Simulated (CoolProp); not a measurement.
R245fa along the isotherm 166.85 °C: density (kg/m³) from the reference equation and from simpler models built on Tc = 153.9 °C, pc = 3.651 MPa, ω = 0.378; each cubic takes its own stable root.

The numbers come from the reference Helmholtz-energy equation of state, Akasaka 2015 in CoolProp.

```csv
p (MPa),phase,reference,ideal gas,Soave-Redlich-Kwong
0.0289,gas,1.061,1.059,1.062
0.0487,gas,1.792,1.784,1.792
0.0822,gas,3.032,3.012,3.033
0.139,gas,5.152,5.093,5.154
0.234,gas,8.743,8.574,8.748
0.395,gas,14.97,14.47,14.98
0.667,gas,25.90,24.44,25.94
1.13,gas,45.95,41.40,46.04
1.9,gas,84.59,69.62,84.72
3.2,gas,179.3,117.3,177.7
5.41,supercritical,738.3,198.2,592.0
9.13,supercritical,901.2,334.5,775.7
```
